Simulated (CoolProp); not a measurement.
Vapour-liquid equilibrium of acetone (1) + ethanol (2) at 1.36 bar; x and y are mole fractions of (1).

Model: multi-fluid Helmholtz-energy mixture model, Lemmon 2006 and Schroeder 2014; pair parameters Bell 2016, in CoolProp.

```tsv
x	bubble temperature (°C)	y at the bubble point	dew temperature at overall composition x (°C)	liquid density (mol/L)
0.05	83.3	0.141	85.1	15.65
0.2	77.1	0.413	82.0	15.13
0.35	73.1	0.570	78.6	14.61
0.5	70.4	0.679	74.9	14.11
0.65	68.3	0.770	71.1	13.64
0.8	66.7	0.861	67.7	13.22
0.95	65.3	0.962	65.5	12.83
```

No azeotrope shows between x = 0.05 and 0.95.

Pair parameters are fitted to limited data, so mixtures are less certain than the pure fluids.
